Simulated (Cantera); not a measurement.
# Moist CO burnout

An isothermal, constant-pressure homogeneous reactor starts with 0.980 % CO, 0.725 % O2, 0.255 % H2O, 98.0 % N2, equivalence ratio 0.68, at 1023 K and 13300 Pa.

Model: GRI-Mech 3.0 (53 species, 325 reactions), integrated in Cantera.

```
t (s)         x CO     x O2    x H2O    x H2O2      x NO      x OH       x O
--------  --------  -------  -------  --------  --------  --------  --------
8.00e-5    0.00980  0.00725  0.00255    <1e-12    <1e-12    <1e-12  1.37e-12
0.000185   0.00980  0.00725  0.00255    <1e-12    <1e-12    <1e-12  3.16e-12
0.000428   0.00980  0.00725  0.00255    <1e-12    <1e-12    <1e-12  7.30e-12
0.000989   0.00980  0.00725  0.00255    <1e-12    <1e-12    <1e-12  1.68e-11
0.00229    0.00980  0.00725  0.00255    <1e-12    <1e-12    <1e-12  3.88e-11
0.00529    0.00980  0.00725  0.00255    <1e-12    <1e-12  1.59e-12  9.18e-11
0.0122     0.00980  0.00725  0.00255    <1e-12    <1e-12  6.95e-12  2.54e-10
0.0283     0.00980  0.00725  0.00255    <1e-12    <1e-12  4.67e-11   1.28e-9
0.0654     0.00980  0.00725  0.00255    <1e-12    <1e-12   1.46e-9   3.66e-8
0.151      0.00964  0.00714  0.00253   1.65e-9  1.68e-10   3.47e-6   7.88e-5
0.350      0.00204  0.00340  0.00235   8.57e-9   2.83e-7   2.44e-5  0.000151
0.809     0.000245  0.00249  0.00254   1.02e-8   3.31e-7   8.77e-6   1.79e-5
1.87       4.17e-5  0.00238  0.00256   5.16e-9   3.31e-7   3.50e-6   2.80e-6
4.32       7.48e-6  0.00237  0.00256   1.40e-9   3.30e-7   1.53e-6   4.89e-7
10.0       1.29e-6  0.00236  0.00256  3.10e-10   3.28e-7   6.84e-7   8.90e-8
```
x: mole fraction; the columns are a selection and need not sum to one.

Equilibrium at this temperature and pressure: CO 7.31e-11, O2 0.00236, H2O 0.00256, H2O2 <1e-12, NO 4.78e-6, OH 1.54e-8, O 4.17e-11 (gas phase only).
